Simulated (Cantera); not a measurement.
Cantera run:

```python
import numpy as np
import cantera as ct

gas_names = """
    B BH BH2 BH3 BN B2 H H2 N NH NH2 NH3 N2 N2H2 N2H4
""".split()
cond_names = """
    B(b) B(L) BN(s)
""".split()


# ... load() reads the species with a 1 bar reference pressure and builds the phases ...
atoms = {
    'B2H6': {'B': 2, 'H': 6},
    'N2': {'N': 2},
}
top_T = {'BN(s)': 3200}  # K; cautious upper limits of use, not melting points


# ... equilibrate(T, P, feed) seeds the gas with the atoms and calls Mixture.equilibrate('TP', solver="vcs", rtol=1e-11, max_steps=5000) ...
results = []
feed = {'B2H6': 1, 'N2': 1.4}  # mol
T = 1473  # K
P = 13332.2  # Pa
mix = equilibrate(T, P, feed)
results.append((T, P, feed, dict(zip(mix.species_names, mix.species_moles))))
print(gas.report(threshold=1e-06))
for i in range(1, mix.n_phases):
    print(f"{mix.phase(i).name:16s} {mix.phase_moles(i):12.5e} mol")
```

It prints:

```
       temperature   1473 K
          pressure   13332 Pa
           density   0.0055241 kg/m^3
  mean mol. weight   5.0745 kg/kmol
   phase of matter   gas

                          1 kg             1 kmol
                     ---------------   ---------------
          enthalpy        7.0351e+06          3.57e+07  J
   internal energy        4.6216e+06        2.3453e+07  J
           entropy             40492        2.0548e+05  J/K
    Gibbs function       -5.2609e+07       -2.6697e+08  J
 heat capacity c_p            6411.6             32536  J/K
 heat capacity c_v            4773.1             24221  J/K

                      mass frac. Y      mole frac. X     chem. pot. / RT
                     ---------------   ---------------   ---------------
                 H        6.4648e-06        3.2545e-05           -10.345
                H2           0.35053           0.88232            -20.69
               NH3        8.5579e-06        2.5499e-06           -46.091
                N2           0.64946           0.11764           -30.111
     [  +11 minor]        9.3659e-09        3.5919e-09

B(b)              0.00000e+00 mol
BN(s)             2.00000e+00 mol
```

Equilibrium computed with Cantera from the NASA thermochemical tables; the gas is ideal and each condensed phase is pure. The feed counts by its element totals alone. N2 is the only nitrogen source here; it is nearly inert below about 1500 K, so the nitride shown seldom forms there in practice.
